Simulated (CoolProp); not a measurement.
Vapour-liquid equilibrium of n-heptane (1) + m-xylene (2) at 0.0181 bar; x and y are mole fractions of (1).

Computed with CoolProp (multi-fluid Helmholtz-energy mixture model, Span 2003 and Zhou 2012; pair parameters Bell 2016).

| x | bubble temperature, mixture model (°C) | bubble temperature, Raoult's law (°C) | y, mixture model | y, Raoult's law |
|---|---|---|---|---|
| 0.05 | 28.5 | 30.1 | 0.283 | 0.216 |
| 0.2 | 19.3 | 22.1 | 0.640 | 0.582 |
| 0.35 | 14.2 | 16.5 | 0.779 | 0.759 |
| 0.5 | 10.7 | 12.2 | 0.857 | 0.859 |
| 0.65 | 7.9 | 8.8 | 0.911 | 0.921 |
| 0.8 | 5.6 | 6.0 | 0.953 | 0.962 |
| 0.95 | 3.5 | 3.6 | 0.989 | 0.992 |

The largest gap from Raoult's law is -2.8 K in bubble temperature, at x = 0.2. No azeotrope shows between x = 0.05 and 0.95.

The pair parameters rest on a limited set of measurements; away from them the model extrapolates.
